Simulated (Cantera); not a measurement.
An isothermal plug-flow reactor at 575 K and 3750 Torr (inlet), inlet velocity 0.66 m/s, active area per volume 1300 1/m; feed 0.210 % H₂, 16.8 % O₂, 83.0 % N₂, equivalence ratio 0.0063.

Model: Deutschmann's 1995 Pt surface mechanism with GRI-Mech 3.0 gas chemistry, integrated in Cantera. Catalytic surfaces can have several steady states; this one follows from the mechanism file's or the stated starting coverage. Mass transfer to the wall is taken as infinitely fast.

x: gas mole fraction; θ: surface coverage.

| z (m) | x H₂ | x O₂ | x H₂O | θ free Pt | θ O* | θ OH* |
|---|---|---|---|---|---|---|
| 0.00061 | ? | 0.168 | 0.000863 | 0.0118 | 0.983 | 0.00479 |
| 0.0013 | ? | 0.168 | 0.00126 | 0.00808 | 0.988 | 0.00432 |
| 0.0028 | ? | 0.167 | 0.00160 | 0.00478 | 0.992 | 0.00356 |
| 0.0061 | ? | 0.167 | 0.00184 | 0.00252 | 0.995 | 0.00270 |
| 0.013 | ? | 0.167 | 0.00197 | 0.00128 | 0.997 | 0.00196 |
| 0.028 | ? | 0.167 | 0.00204 | 0.000629 | 0.998 | 0.00139 |
| 0.061 | ? | 0.167 | 0.00208 | 0.000325 | 0.999 | 0.00101 |

**Question.** Some entries are withheld; supply them.

**Answer.** 
- 0.00061, x H₂: 0.00124
- 0.0013, x H₂: 0.000846
- 0.0028, x H₂: 0.000500
- 0.0061, x H₂: 0.000263
- 0.013, x H₂: 0.000132
- 0.028, x H₂: 6.24e-5
- 0.061, x H₂: 2.74e-5
